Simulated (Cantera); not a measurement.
What does this Cantera script print?

```python
import numpy as np
import cantera as ct

gas = ct.Solution("gri30.yaml")
gas.TPX = 2125, 1400, {'CH4': 0.011, 'H2': 1, 'H': 0.12}
reactor = ct.IdealGasConstPressureReactor(gas, energy="off", clone=False)
net = ct.ReactorNet([reactor])
net.rtol, net.atol = 1e-08, 1e-18
show = ['CH4', 'H2', 'H', 'C2H', 'CH3', 'C2H4']
times = np.geomspace(1e-06, 100, 10)

steps = ct.SolutionArray(gas, extra=["t"])
rows = []
print(f"{'t/s':>10s}{'T/K':>9s}{'P/Pa':>11s}" + "".join(f"{s:>11s}" for s in show))
for t in times:
    while net.time < t:
        t_next = net.step()
        steps.append(gas.state, t=t_next)
    rows.append([np.interp(t, steps.t, y) for y in (steps.T, steps.P, *steps(*show).X.T)])
    print(f"{t:10.3e}{rows[-1][0]:9.1f}{rows[-1][1]:11.4g}" + "".join(f"{x:11.3e}" for x in rows[-1][2:]))
rate = np.gradient(steps.T, steps.t)
print("integrator steps:", len(steps.t))
if steps.T.max() > steps.T[0] + 200:
    print(f"time of steepest temperature rise: {steps.t[rate.argmax()]:.4e} s")
gas.TPX = 2125, 1400, {'CH4': 0.011, 'H2': 1, 'H': 0.12}
gas.equilibrate("TP")
print(f"equilibrium (TP): T = {gas.T:.1f} K  " + "  ".join(f"{s} {gas[s].X[0]:.3e}" for s in show))
```

Output:

```
       t/s      T/K       P/Pa        CH4         H2          H        C2H        CH3       C2H4
 1.000e-06   2125.0       1400  8.785e-03  8.851e-01  1.051e-01  5.374e-13  9.318e-04  1.271e-08
 7.743e-06   2125.0       1400  5.138e-03  8.891e-01  1.012e-01  1.063e-08  4.412e-03  3.512e-06
 5.995e-05   2125.0       1400  2.517e-03  8.954e-01  9.558e-02  2.046e-06  4.927e-03  4.995e-05
 4.642e-04   2125.0       1400  6.740e-04  9.051e-01  8.889e-02  1.003e-05  1.244e-03  7.827e-06
 3.594e-03   2125.0       1400  7.579e-05  9.083e-01  8.666e-02  1.251e-05  1.386e-04  2.099e-07
 2.783e-02   2125.0       1400  9.913e-06  9.111e-01  8.402e-02  1.242e-05  1.757e-05  9.260e-08
 2.154e-01   2125.0       1400  2.285e-06  9.249e-01  7.023e-02  1.034e-05  3.339e-06  1.090e-07
 1.668e+00   2125.0       1400  4.627e-06  9.584e-01  3.662e-02  5.296e-06  3.411e-06  1.994e-07
 1.292e+01   2125.0       1400  7.062e-06  9.646e-01  3.037e-02  4.377e-06  4.291e-06  2.344e-07
 1.000e+02   2125.0       1400  7.062e-06  9.646e-01  3.037e-02  4.377e-06  4.291e-06  2.344e-07
integrator steps: 1272
equilibrium (TP): T = 2125.0 K  CH4 7.092e-06  H2 9.646e-01  H 3.037e-02  C2H 4.377e-06  CH3 4.309e-06  C2H4 2.344e-07
```

Model: GRI-Mech 3.0 (53 species, 325 reactions), integrated in Cantera. GRI-Mech 3.0 stops at C3 and has no aromatics, soot or wall deposition, so with more carbon than oxygen in the feed, carbon stays in small species such as C2H2 where larger ones or solid carbon would form. Radical loss at walls, strong at low pressure, is not modelled.
